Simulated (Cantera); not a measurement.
What does this Cantera script print?

```python
import numpy as np
import cantera as ct

gas_names = """
    Ca CaCL CaCL2 Ca2 CL CL2 H HCL H2
""".split()
cond_names = """
    Ca(a) Ca(b) Ca(L) CaCL2(s) CaCL2(L)
""".split()


def load(file, names, dense=False):
    # The tables refer to 1 bar. Condensed volumes are neglected.
    table = {s.name: s for s in ct.Species.list_from_file(file)}
    out = []
    for n in names:
        d = dict(table[n].input_data)
        d["thermo"] = dict(d["thermo"], **{"reference-pressure": 1e5})
        if dense:
            d["equation-of-state"] = {"model": "constant-volume", "density": "1e6 g/cm^3"}
        out.append(ct.Species.from_dict(d))
    return out


gas = ct.Solution(thermo="ideal-gas", species=load("nasa_gas.yaml", gas_names))
cond = {s.name: ct.Solution(thermo="fixed-stoichiometry", species=[s], name=s.name)
        for s in load("nasa_condensed.yaml", cond_names, dense=True)}
atoms = {
    'CaCl2': {'Ca': 1, 'CL': 2},
    'HCl': {'H': 1, 'CL': 1},
    'H2': {'H': 2},
}
top_T = {}  # K; cautious upper limits of use, not melting points


def equilibrate(T, P, feed):
    n = {}
    for name, mol in feed.items():
        for a, k in atoms[name].items():
            n[a] = n.get(a, 0.0) + k * mol
    gas.TPX = T, P, n
    mass = sum(n.values()) * gas.mean_molecular_weight
    gas.equilibrate("TP")
    valid = [c for c in cond.values() if c.min_temp <= T <= top_T.get(c.name, c.max_temp)]
    mix = ct.Mixture([(gas, mass / gas.mean_molecular_weight)] + [(c, 0.0) for c in valid])
    mix.T, mix.P = T, P
    mix.equilibrate("TP", solver="vcs", rtol=1e-11, max_steps=5000)
    return mix


results = []
feed = {'CaCl2': 1, 'HCl': 1, 'H2': 0.48}  # mol
T = 2198.15  # K
for P in [0.1, 0.72, 5.2, 37, 270, 1900, 14000, 100000]:
    mix = equilibrate(T, P, feed)
    results.append((T, P, feed, dict(zip(mix.species_names, mix.species_moles))))

top = {s: max(r[3][s] / sum(r[3][g] for g in gas_names) for r in results) for s in gas_names}
cols = sorted((s for s in top if top[s] > 0.001), key=lambda s: -top[s])[:5]
seen = [c for c in cond_names if any(r[3].get(c, 0) > 1e-12 for r in results)]
print("log10 of partial pressures in bar; condensed amounts in mol")
print(f"{'P/Pa':>10s}" + "".join(f"{s[:9]:>10s}" for s in cols + seen))
for T, P, feed, n in results:
    ng = sum(n[g] for g in gas_names)
    print(f"{P:10.4g}" + "".join(f"{np.log10(max(n[s] / ng * P / 1e5, 1e-99)):10.3f}" for s in cols)
          + "".join(f"{n.get(c, 0):10.4g}" for c in seen))
```

Result:

```
log10 of partial pressures in bar; condensed amounts in mol
      P/Pa        CL     CaCL2       HCL         H        H2
       0.1    -6.306    -8.650    -8.151    -6.490    -8.473
      0.72    -5.522    -6.401    -6.523    -5.647    -6.785
       5.2    -4.897    -4.937    -5.157    -4.906    -5.303
        37    -4.326    -3.913    -4.045    -4.365    -4.221
       270    -3.796    -2.995    -3.053    -3.903    -3.299
      1900    -3.324    -2.128    -2.152    -3.473    -2.438
   1.4e+04    -2.870    -1.253    -1.262    -3.038    -1.568
     1e+05    -2.435    -0.396    -0.400    -2.611    -0.713
```

Equilibrium computed with Cantera from the NASA thermochemical tables; the gas is ideal and each condensed phase is pure.
